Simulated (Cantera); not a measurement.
Input: 1 mol SiH₄, 0.035 mol C₃H₈, 110 mol H₂, 0.075 mol CH₄, equilibrated at 1750 °C and 13.3 mbar.

These are equilibrium values from Cantera (NASA tables, ideal gas, pure condensed phases), not measurements of a reactor. Candidate condensed phases: C, C₆H₆, C₇H₈, C₈H₁₈, Si, SiC; 87 gas species. Mutual solubility and eutectic melting of coexisting phases are not modelled. Gases not in the tables: Si₂H₆ and higher silanes. Rates play no part.

Base state: H₂ 0.979, H 0.0163, Si 0.00427, SiH 0.000314, Si₂C 0.000129, SiH₂ 0.000118, Si₂ 4.67e-5 (mole fractions); condensed: Si(l) + SiC(s).

Q: What changes in the equilibrium state with this change: pressure from 13.3 mbar to 0.133 bar?

A: 
```tsv
species	before	after
H₂	0.979	0.994
H	0.0163	0.00519
Si	0.00427	0.000427
Si₂C	0.000129	1.29e-5
Si₂	4.67e-5	4.67e-6
SiH	0.000314	9.99e-5
SiH₂	0.000118	0.000120
Si(l), mol	0.258	0.745
SiC(s), mol	0.164	0.177
```

Q: What changes in the equilibrium state with this change: CH₄ from 0.075 to 2.1 mol?

A: 
```
species             before     after
----------------  --------  --------
H₂                   0.979     0.983
H                   0.0163    0.0163
C₂H₂ (acetylene)   3.11e-6  0.000878
Si                 0.00427  0.000255
Si₂                4.67e-5   1.66e-7
Si₂C              0.000129   7.68e-6
SiC₂               6.99e-7   1.17e-5
Si(l), mol           0.258         0
SiC(s), mol          0.164     0.964
C(graphite), mol         0      1.03
```

Q: What changes in the equilibrium state with this change: SiH₄ replaced by CH₃SiCl₃?

A: 
| species | before | after |
|---|---|---|
| H₂ | 0.979 | 0.957 |
| HCl | 0 | 0.0257 |
| H | 0.0163 | 0.0161 |
| Si | 0.00427 | 0.000255 |
| Cl | 0 | 0.000321 |
| SiCl₂ | 0 | 9.62e-5 |
| SiCl | 0 | 2.06e-5 |
| Si₂ | 4.67e-5 | 1.66e-7 |
| Si(l), mol | 0.258 | 0 |
| SiC(s), mol | 0.164 | 0.952 |
| C(graphite), mol | 0 | 0.0286 |
The feed counts by its element totals alone. The tables' values for SiCl are old estimates; treat these amounts as uncertain.
